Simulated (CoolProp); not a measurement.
Properties of n-pentane along the isobar 3.97 MPa.

Values from CoolProp's reference Helmholtz-energy equation of state, Thol 2019.

```json
[
 {"T (K)": "283.4", "phase": "liquid", "density (kg/m³)": "640.1", "cp (kJ/(kg K))": "2.239", "cv (kJ/(kg K))": "1.681", "isothermal compressibility (1/MPa)": "0.001689", "viscosity (µPa s)": "220"},
 {"T (K)": "292.7", "phase": "liquid", "density (kg/m³)": "631.3", "cp (kJ/(kg K))": "___", "cv (kJ/(kg K))": "1.713", "isothermal compressibility (1/MPa)": "0.001852", "viscosity (µPa s)": "201"},
 {"T (K)": "302", "phase": "liquid", "density (kg/m³)": "___", "cp (kJ/(kg K))": "2.318", "cv (kJ/(kg K))": "1.746", "isothermal compressibility (1/MPa)": "0.002037", "viscosity (µPa s)": "___"},
 {"T (K)": "311.3", "phase": "liquid", "density (kg/m³)": "613.4", "cp (kJ/(kg K))": "2.360", "cv (kJ/(kg K))": "1.780", "isothermal compressibility (1/MPa)": "0.002248", "viscosity (µPa s)": "167"},
 {"T (K)": "320.5", "phase": "liquid", "density (kg/m³)": "604.3", "cp (kJ/(kg K))": "2.403", "cv (kJ/(kg K))": "1.815", "isothermal compressibility (1/MPa)": "0.002488", "viscosity (µPa s)": "153"},
 {"T (K)": "329.8", "phase": "liquid", "density (kg/m³)": "594.8", "cp (kJ/(kg K))": "___", "cv (kJ/(kg K))": "1.850", "isothermal compressibility (1/MPa)": "0.002768", "viscosity (µPa s)": "140"},
 {"T (K)": "339.1", "phase": "liquid", "density (kg/m³)": "585.1", "cp (kJ/(kg K))": "2.495", "cv (kJ/(kg K))": "1.886", "isothermal compressibility (1/MPa)": "0.003096", "viscosity (µPa s)": "128"},
 {"T (K)": "348.4", "phase": "liquid", "density (kg/m³)": "___", "cp (kJ/(kg K))": "2.543", "cv (kJ/(kg K))": "1.923", "isothermal compressibility (1/MPa)": "0.003481", "viscosity (µPa s)": "117"},
 {"T (K)": "357.6", "phase": "liquid", "density (kg/m³)": "565.0", "cp (kJ/(kg K))": "2.593", "cv (kJ/(kg K))": "1.960", "isothermal compressibility (1/MPa)": "0.003934", "viscosity (µPa s)": "107"},
 {"T (K)": "366.9", "phase": "liquid", "density (kg/m³)": "554.4", "cp (kJ/(kg K))": "2.646", "cv (kJ/(kg K))": "1.997", "isothermal compressibility (1/MPa)": "___", "viscosity (µPa s)": "97.8"},
 {"T (K)": "376.2", "phase": "liquid", "density (kg/m³)": "543.4", "cp (kJ/(kg K))": "2.702", "cv (kJ/(kg K))": "2.035", "isothermal compressibility (1/MPa)": "0.005157", "viscosity (µPa s)": "89.2"},
 {"T (K)": "385.5", "phase": "liquid", "density (kg/m³)": "531.9", "cp (kJ/(kg K))": "2.762", "cv (kJ/(kg K))": "2.074", "isothermal compressibility (1/MPa)": "0.005990", "viscosity (µPa s)": "81.3"}
]
```

Some entries are withheld; supply them.


- 292.7, cp (kJ/(kg K)): 2.278
- 302, density (kg/m³): 622.4
- 302, viscosity (µPa s): 183
- 329.8, cp (kJ/(kg K)): 2.448
- 348.4, density (kg/m³): 575.2
- 366.9, isothermal compressibility (1/MPa): 0.004485

Viscosity comes from a separate model (Quiñones-Cisneros 2006), older than the equation that it now runs on, and unchecked against measurements.
